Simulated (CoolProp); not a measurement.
Vapour-liquid equilibrium of R134a (1) + n-butane (2) at 0.243 MPa; x and y are mole fractions of (1).

Values from CoolProp's multi-fluid Helmholtz-energy mixture model, Tillner-Roth 1994 and Bücker 2006; pair parameters Bell 2016.

Give the bubble temperature and the first vapour's composition at x = 0.05, 0.45, 0.75. Is there an azeotrope?

x = 0.05: 10.8 °C, y = 0.382; x = 0.45: -7.3 °C, y = 0.726; x = 0.75: -7.8 °C, y = 0.763. y crosses x between x = 0.75 and 0.85: the model has an azeotrope there.

The pair parameters rest on a limited set of measurements; away from them the model extrapolates. With so large a gap from Raoult's law the liquid may split in two, which this calculation doesn't test in full.
